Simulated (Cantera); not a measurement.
An isothermal, constant-pressure homogeneous reactor starts with NO : N₂ = 1 : 5.3 (molar parts), at 2175 K and 100.0 Torr.

Detailed kinetics in Cantera: GRI-Mech 3.0 (53 species, 325 reactions).

Task: Predict: x(NO) at 5.00 s; x(O₂) at 5.00 s; x(N₂O) at 5.00 s; x(N₂) at 5.00 s; x(O) at 5.00 s; x(NO₂) at 5.00 s.

Result: 
| Item | Result |
|---|---|
| x(NO) at 5.00 s | 0.00806 (gas-phase equilibrium 0.00769) |
| x(O₂) at 5.00 s | 0.0744 (gas-phase equilibrium 0.0746) |
| x(N₂O) at 5.00 s | 1.71e-7 (gas-phase equilibrium 1.69e-7) |
| x(N₂) at 5.00 s | 0.916 (gas-phase equilibrium 0.916) |
| x(O) at 5.00 s | 0.00173 (gas-phase equilibrium 0.00173) |
| x(NO₂) at 5.00 s | 2.31e-6 (gas-phase equilibrium 2.20e-6) |
